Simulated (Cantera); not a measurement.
Feed: 1 mol Pb, 1.1 mol CO, 0.3 mol H₂, held at 823.15 K and 0.000120 bar.

Cantera equilibrium calculation (NASA polynomials, part measured and part estimated; ideal gas, pure solids and liquids). Candidate condensed phases: C, C₆H₆, C₇H₈, C₈H₁₈, H₂O, Pb, PbO, PbO₂, Pb₃O₄; 113 gas species. Kinetics and transport are ignored.

Base state: CO 0.781, H₂ 0.215, CO₂ 0.00348, Pb 0.00112, H₂O 0.000265 (mole fractions); condensed: C(graphite) + Pb(l).

Task: What changes in the equilibrium state with this change: temperature from 823.15 K to 1248.15 K?

Result: 
```
species             before    after
----------------  --------  -------
CO                   0.781    0.458
Pb                 0.00112    0.417
H₂                   0.215    0.125
H                    <1e-9  1.51e-5
CO₂                0.00348  2.48e-7
H₂O               0.000265  1.06e-7
C(graphite), mol   0.00523        0
Pb(l), mol           0.998        0
```
